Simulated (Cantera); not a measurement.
**S + O2 (abatement and gas-phase synthesis)**

Charge: 1 mol S, 0.072 mol O2, held at 0.400 bar.

Cantera equilibrium calculation (NASA polynomials, part measured and part estimated; ideal gas, pure solids and liquids). Candidate condensed phases: S; 10 gas species. Gases not in the tables: S3 to S7. Kinetics and transport are ignored.

| T (K) | x S2 | x S | x SO | x SO2 | x S2O |
|---|---|---|---|---|---|
| 1273 | 0.858 | 2.68e-6 | 0.000656 | 0.128 | 0.0134 |
| 1473 | 0.857 | 4.33e-5 | 0.00310 | 0.127 | 0.0127 |
| 1673 | 0.854 | 0.000360 | 0.00997 | 0.123 | 0.0120 |
| 1873 | 0.847 | 0.00190 | 0.0244 | 0.116 | 0.0112 |
| 2073 | 0.831 | 0.00727 | 0.0485 | 0.103 | 0.0101 |
| 2273 | 0.803 | 0.0218 | 0.0812 | 0.0854 | 0.00877 |
| 2473 | 0.757 | 0.0538 | 0.117 | 0.0649 | 0.00715 |
| 2673 | 0.688 | 0.113 | 0.148 | 0.0451 | 0.00543 |
| 2873 | 0.591 | 0.209 | 0.166 | 0.0289 | 0.00381 |
| 3073 | 0.469 | 0.337 | 0.170 | 0.0176 | 0.00245 |
| 3273 | 0.336 | 0.483 | 0.161 | 0.0104 | 0.00144 |
x: gas mole fraction; nothing condenses.

From 1273 K to 3273 K nothing is condensed.
